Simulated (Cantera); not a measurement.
Source: NASA polynomial tables (part measured, part estimated), evaluated in Cantera. Values are per mole of reaction as written; species without (g) are pure solids or liquids, kept so even where they would boil at 1 bar.

4 N(g) + 2 CrO3(g) → Cr2N + 3 NO2(g)

```
T (K)  ΔH° (kJ)  ΔS° (J/K)  ΔG° (kJ)  log10 K
-----  --------  ---------  --------  -------
300     -1327.9     -360.3   -1219.8   212.39
973     -1332.7     -371.5    -971.2    52.14
1023    -1332.3     -371.1    -952.6    48.64
1073          ?          ?         ?        ?
1123    -1331.1     -370.0    -915.6    42.59
1173    -1330.4     -369.4    -897.1    39.95
1223    -1329.6     -368.7    -878.6    37.53
1273          ?          ?         ?        ?
1323    -1327.7     -367.2    -841.8    33.24
1373    -1326.6     -366.4    -823.5    31.33
1423    -1325.4     -365.5    -805.2    29.56
```

### Question
Fill in the missing entries.

### Answer

- 1073, ΔH° (kJ): -1331.7
- 1073, ΔS° (J/K): -370.6
- 1073, ΔG° (kJ): -934.1
- 1073, log10 K: 45.47
- 1273, ΔH° (kJ): -1328.7
- 1273, ΔS° (J/K): -368.0
- 1273, ΔG° (kJ): -860.2
- 1273, log10 K: 35.30
